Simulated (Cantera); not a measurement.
# Calcination and drying: CaCO3 + H2 + O2

Feed: 1 mol CaCO3, 0.81 mol H2, 19 mol O2, held at 13.0 mbar.

Cantera equilibrium calculation (NASA polynomials, part measured and part estimated; ideal gas, pure solids and liquids). Candidate condensed phases: C, C6H6, C7H8, C8H18, Ca, CaCO3, CaO, Ca(OH)2, H2O; 115 gas species. Kinetics and transport are ignored.

```tsv
T (°C)	x O2	x CO2	x H2O	x OH	n CaO(s)
1100	0.911	0.0490	0.0397	6.29e-5	1.00
1150	0.911	0.0490	0.0396	0.000104	1.00
1200	0.911	0.0490	0.0396	0.000166	1.00
1250	0.911	0.0490	0.0396	0.000256	1.000
1300	0.911	0.0490	0.0395	0.000385	1.000
1350	0.911	0.0490	0.0394	0.000565	1.000
1400	0.911	0.0490	0.0393	0.000809	1.000
1450	0.910	0.0489	0.0391	0.00113	1.000
1500	0.910	0.0489	0.0389	0.00156	1.000
1550	0.909	0.0488	0.0386	0.00210	1.000
```
x: gas mole fraction; n: condensed amount in mol.

From 1100 °C to 1550 °C the condensed part is CaO(s).
